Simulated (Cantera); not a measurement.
A closed system holds: 1 mol V, 1.1 mol N2, 0.34 mol N2O, equilibrated at 2475 K and 0.00133 bar.

These are equilibrium values from Cantera (NASA tables, ideal gas, pure condensed phases), not measurements of a reactor. Candidate condensed phases: V, VN, VO, V2O3, V2O4, V2O5; 13 gas species. Rates play no part.

**Question.** What is the equilibrium state?

**Answer.** 
```
Quantity                               Result
----------------------------------  ---------
x(N2)                                   0.590
x(V)                                    0.279
x(VO)                                   0.123
x(VO2)                                0.00817
x(O)                                  4.92e-5
x(VN)                                 1.24e-5
x(NO)                                 5.83e-6
x(N)                                  4.87e-6
gas amount                          2.440 mol
log10 activity of V(l) (absent)         -0.23
log10 activity of V2O5(l) (absent)     -13.23
```
